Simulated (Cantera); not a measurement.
Cantera with NASA thermochemical tables; ideal gases at 1 bar, condensed phases pure. Values are per mole of reaction as written; species without (g) are pure solids or liquids, kept so even where they would boil at 1 bar.

### Question
Between 300 and 898 K, where is each reaction favourable under standard conditions?
- Mg(g) + 2 HI(g) → MgI2 + H2(g)

### Answer
- Mg(g) + 2 HI(g) → MgI2 + H2(g): ΔG° is -476 kJ at 300 K and -307 kJ at 898 K; it stays negative (K > 1). ΔH° is -549 kJ and ΔS° -269 J/K at 898 K.
